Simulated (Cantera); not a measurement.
SiH4 + N2 + H2 (silicon nitride deposition)

Input: 1 mol SiH4, 97 mol N2, 17 mol H2, held at 2098.15 K.

Cantera equilibrium calculation (NASA polynomials, part measured and part estimated; ideal gas, pure solids and liquids). Candidate condensed phases: Si, Si3N4; 18 gas species. The tables' values for SiN are old estimates; treat these amounts as uncertain. Gases not in the tables: Si2H6 and higher silanes. Rates play no part.

```json
[
 {"P (Pa)": "5", "log p N2": "-4.41", "log p H2": "-5.36", "log p H": "-5.19", "log p Si": "-6.40", "log p SiH": "-9.34", "log p SiN": "-9.29", "log p Si2N": "-11.72", "log p Si2": "-10.80", "n Si(l)": "0", "n Si3N4(s)": "0"},
 {"P (Pa)": "15", "log p N2": "-3.92", "log p H2": "-4.77", "log p H": "-4.90", "log p Si": "-5.91", "log p SiH": "-8.56", "log p SiN": "-8.56", "log p Si2N": "-10.51", "log p Si2": "-9.83", "n Si(l)": "0", "n Si3N4(s)": "0"},
 {"P (Pa)": "45", "log p N2": "-3.44", "log p H2": "-4.23", "log p H": "-4.62", "log p Si": "-5.43", "log p SiH": "-7.81", "log p SiN": "-7.83", "log p Si2N": "-9.30", "log p Si2": "-8.86", "n Si(l)": "0", "n Si3N4(s)": "0"},
 {"P (Pa)": "140", "log p N2": "-2.94", "log p H2": "-3.69", "log p H": "-4.36", "log p Si": "-4.94", "log p SiH": "-7.05", "log p SiN": "-7.09", "log p Si2N": "-8.06", "log p Si2": "-7.88", "n Si(l)": "0", "n Si3N4(s)": "0"},
 {"P (Pa)": "410", "log p N2": "-2.47", "log p H2": "-3.21", "log p H": "-4.11", "log p Si": "-4.48", "log p SiH": "-6.34", "log p SiN": "-6.39", "log p Si2N": "-6.91", "log p Si2": "-6.96", "n Si(l)": "0", "n Si3N4(s)": "0"},
 {"P (Pa)": "1200", "log p N2": "-2.00", "log p H2": "-2.73", "log p H": "-3.88", "log p Si": "-4.03", "log p SiH": "-5.66", "log p SiN": "-5.72", "log p Si2N": "-5.79", "log p Si2": "-6.07", "n Si(l)": "0", "n Si3N4(s)": "0"},
 {"P (Pa)": "3700", "log p N2": "-1.51", "log p H2": "-2.23", "log p H": "-3.63", "log p Si": "-3.88", "log p SiH": "-5.26", "log p SiN": "-5.32", "log p Si2N": "-5.24", "log p Si2": "-5.77", "n Si(l)": "0.501", "n Si3N4(s)": "0"},
 {"P (Pa)": "11000", "log p N2": "-1.04", "log p H2": "-1.75", "log p H": "-3.39", "log p Si": "-3.88", "log p SiH": "-5.02", "log p SiN": "-5.08", "log p Si2N": "-5.00", "log p Si2": "-5.77", "n Si(l)": "0.814", "n Si3N4(s)": "0"},
 {"P (Pa)": "33000", "log p N2": "-0.56", "log p H2": "-1.27", "log p H": "-3.15", "log p Si": "-3.88", "log p SiH": "-4.78", "log p SiN": "-4.84", "log p Si2N": "-4.76", "log p Si2": "-5.77", "n Si(l)": "0.926", "n Si3N4(s)": "0"},
 {"P (Pa)": "100000", "log p N2": "-0.08", "log p H2": "-0.79", "log p H": "-2.90", "log p Si": "-4.00", "log p SiH": "-4.66", "log p SiN": "-4.72", "log p Si2N": "-4.76", "log p Si2": "-6.00", "n Si(l)": "0", "n Si3N4(s)": "0.326"}
]
```
log p: log10 of the partial pressure in bar; n: condensed amount in mol.

From 0.0375 Torr to 9.00 Torr nothing is condensed. From 27.8 Torr to 248 Torr the condensed part is Si(l). At 750 Torr the condensed part is Si3N4(s). The main Si-bearing gas is Si throughout.
